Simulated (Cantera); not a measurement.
Input (Python, Cantera) and output of one run.

```python
import numpy as np
import cantera as ct

gas_names = """
    H HO2 H2 H2O H2O2 H2S H2SO4 O OH O2 O3 S SH SO SO2 SO3 S2 S2O S8
""".split()
cond_names = """
    H2O(s) H2O(L) H2SO4(L) S(cr1) S(cr2) S(L)
""".split()


def load(file, names, dense=False):
    # The tables refer to 1 bar. Condensed volumes are neglected.
    table = {s.name: s for s in ct.Species.list_from_file(file)}
    out = []
    for n in names:
        d = dict(table[n].input_data)
        d["thermo"] = dict(d["thermo"], **{"reference-pressure": 1e5})
        if dense:
            d["equation-of-state"] = {"model": "constant-volume", "density": "1e6 g/cm^3"}
        out.append(ct.Species.from_dict(d))
    return out


gas = ct.Solution(thermo="ideal-gas", species=load("nasa_gas.yaml", gas_names))
cond = {s.name: ct.Solution(thermo="fixed-stoichiometry", species=[s], name=s.name)
        for s in load("nasa_condensed.yaml", cond_names, dense=True)}
atoms = {
    'S': {'S': 1},
    'H2O': {'H': 2, 'O': 1},
    'H2': {'H': 2},
}
top_T = {}  # K; cautious upper limits of use, not melting points


def equilibrate(T, P, feed):
    n = {}
    for name, mol in feed.items():
        for a, k in atoms[name].items():
            n[a] = n.get(a, 0.0) + k * mol
    gas.TPX = T, P, n
    mass = sum(n.values()) * gas.mean_molecular_weight
    gas.equilibrate("TP")
    valid = [c for c in cond.values() if c.min_temp <= T <= top_T.get(c.name, c.max_temp)]
    mix = ct.Mixture([(gas, mass / gas.mean_molecular_weight)] + [(c, 0.0) for c in valid])
    mix.T, mix.P = T, P
    mix.equilibrate("TP", solver="vcs", rtol=1e-11, max_steps=5000)
    return mix


results = []
feed = {'S': 1, 'H2O': 1.8, 'H2': 4.1}  # mol
T = 3200  # K
P = 1300  # Pa
mix = equilibrate(T, P, feed)
results.append((T, P, feed, dict(zip(mix.species_names, mix.species_moles))))
x = sorted(zip(gas.X, gas.species_names), reverse=True)
print(f"T = {T:g} K  P = {P:g} Pa  gas = {mix.phase_moles(0):.4g} mol")
print("   x: " + "  ".join(f"{s} {v:.3e}" for v, s in x if v > 0.0001))
print("   condensed (mol): " + ("  ".join(f"{mix.phase(i).name} {mix.phase_moles(i):.4g}"
      for i in range(1, mix.n_phases) if mix.phase_moles(i) > 1e-12) or "none"))
```

Result:

```
T = 3200 K  P = 1300 Pa  gas = 12.88 mol
   x: H 7.157e-01  O 9.550e-02  H2 8.433e-02  S 6.135e-02  OH 1.878e-02  SO 1.347e-02  H2O 5.767e-03  O2 2.554e-03  SH 1.729e-03  SO2 5.834e-04  S2 2.551e-04
   condensed (mol): none
```

These are equilibrium values from Cantera (NASA tables, ideal gas, pure condensed phases), not measurements of a reactor.
